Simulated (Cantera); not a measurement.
An isothermal, constant-pressure homogeneous reactor starts with 4.55 % CH4, 95.5 % N2, at 1800 K and 10.00 Torr.

Model: GRI-Mech 3.0 (53 species, 325 reactions), integrated in Cantera. GRI-Mech 3.0 stops at C3 and has no aromatics, soot or wall deposition, so with more carbon than oxygen in the feed, carbon stays in small species such as C2H2 where larger ones or solid carbon would form. Radical loss at walls, strong at low pressure, is not modelled.

Problem. Predict: x(CH4) at 50.0 s; x(CH2) at 50.0 s; x(C2H2) at 50.0 s; x(C2H4) at 50.0 s; x(H2) at 50.0 s; x(CH3) at 50.0 s.

Solution. 
| Property | Value |
|---|---|
| x(CH4) at 50.0 s | 4.48e-7 (gas-phase equilibrium 7.81e-7) |
| x(CH2) at 50.0 s | 1.53e-9 (gas-phase equilibrium 2.67e-9) |
| x(C2H2) at 50.0 s | 0.0217 (gas-phase equilibrium 0.00379) |
| x(C2H4) at 50.0 s | 4.35e-7 (gas-phase equilibrium 7.61e-8) |
| x(H2) at 50.0 s | 0.0648 (gas-phase equilibrium 0.0648) |
| x(CH3) at 50.0 s | 1.11e-7 (gas-phase equilibrium 1.93e-7) |
